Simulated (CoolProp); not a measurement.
Propylene at 293.15 K and 0.559 MPa flows at 0.06 m/s in a round tube of 10 mm bore and 15 µm roughness, fully developed (64/Re and Nu = 3.66 if laminar; Colebrook and Gnielinski if turbulent). Each further row changes one setting.

Values from CoolProp's reference Helmholtz-energy equation of state, Lemmon 2013.

```tsv
case	Reynolds number	Darcy friction factor	pressure drop (Pa/m)	heat-transfer coefficient (W/(m² K))	mass flow (kg/h)
as stated	(withheld)	(withheld)	(withheld)	6.20	(withheld)
velocity 0.12 m/s	1510	0.0425	(withheld)	6.20	0.360
diameter 20 mm	1510	0.0425	(withheld)	(withheld)	(withheld)
```

Q: Some entries are withheld; supply them.

A: 
- as stated, Reynolds number: 754
- as stated, Darcy friction factor: 0.0849
- as stated, pressure drop (Pa/m): 0.162
- as stated, mass flow (kg/h): 0.180
- velocity 0.12 m/s, pressure drop (Pa/m): 0.324
- diameter 20 mm, pressure drop (Pa/m): 0.0405
- diameter 20 mm, heat-transfer coefficient (W/(m² K)): 3.10
- diameter 20 mm, mass flow (kg/h): 0.720

Viscosity comes from a separate model (Huber 2003), an estimate that may be off by 10 % or more. Thermal conductivity comes from a separate model (Huber 2003), an estimate that may be off by 10 % or more.
